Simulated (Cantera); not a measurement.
A Cantera script and what it prints.

```python
import numpy as np
import cantera as ct

gas_names = """
    AL ALC ALN AL2 C CN C2 CCN CNC C2N2 C3 C4 C4N2 C5 N N2
""".split()
cond_names = """
    AL(cr) AL(L) ALN(s) C(gr)
""".split()


# ... load() reads the species with a 1 bar reference pressure and builds the phases ...
atoms = {
    'AlN': {'AL': 1, 'N': 1},
    'C': {'C': 1},
    'N2': {'N': 2},
}
top_T = {'ALN(s)': 2750, 'C(gr)': 4500}  # K; cautious upper limits of use, not melting points


# ... equilibrate(T, P, feed) seeds the gas with the atoms and calls Mixture.equilibrate('TP', solver="vcs", rtol=1e-11, max_steps=5000) ...
results = []
feed = {'AlN': 1, 'C': 0.05, 'N2': 0.23}  # mol
T = 2248  # K
P = 320  # Pa
mix = equilibrate(T, P, feed)
results.append((T, P, feed, dict(zip(mix.species_names, mix.species_moles))))
x = sorted(zip(gas.X, gas.species_names), reverse=True)
print(f"T = {T:g} K  P = {P:g} Pa  gas = {mix.phase_moles(0):.4g} mol")
print("   x: " + "  ".join(f"{s} {v:.3e}" for v, s in x if v > 0.001))
print("   condensed (mol): " + ("  ".join(f"{mix.phase(i).name} {mix.phase_moles(i):.4g}"
      for i in range(1, mix.n_phases) if mix.phase_moles(i) > 1e-12) or "none"))
```

Result:

```
T = 2248 K  P = 320 Pa  gas = 1.73 mol
   x: AL 5.779e-01  N2 4.219e-01
   condensed (mol): C(gr) 0.04977
```

These are equilibrium values from Cantera (NASA tables, ideal gas, pure condensed phases), not measurements of a reactor.
